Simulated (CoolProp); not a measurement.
Properties of oxygen at several states.

Values from CoolProp's reference Helmholtz-energy equation of state, Schmidt 1985. Above 300 K oxygen's equation is extrapolated.

```
T (K)  p (bar)          phase  cp (kJ/(kg K))  Joule-Thomson coefficient (K/MPa)  isothermal compressibility (1/MPa)  viscosity (µPa s)  conductivity (mW/(m K))
-----  -------  -------------  --------------  ---------------------------------  ----------------------------------  -----------------  -----------------------
860.5     2.01            gas           1.067                            -0.1444                               4.972               44.5                     63.6
620.7     2.08            gas           1.010                                  ?                               4.805               35.6                        ?
252.5      133  supercritical           1.320                              2.338                                   ?                  ?                        ?
654.5       32            gas           1.026                             0.1791                              0.3098                  ?                     51.8
```

Q: Fill in the missing entries.

A: 
- 620.7, Joule-Thomson coefficient (K/MPa): 0.2955
- 620.7, conductivity (mW/(m K)): 49.0
- 252.5, isothermal compressibility (1/MPa): 0.08102
- 252.5, viscosity (µPa s): 22.9
- 252.5, conductivity (mW/(m K)): 32.6
- 654.5, viscosity (µPa s): 37.3

Viscosity comes from a separate model (Lemmon 2004). Thermal conductivity comes from a separate model (Lemmon 2004).
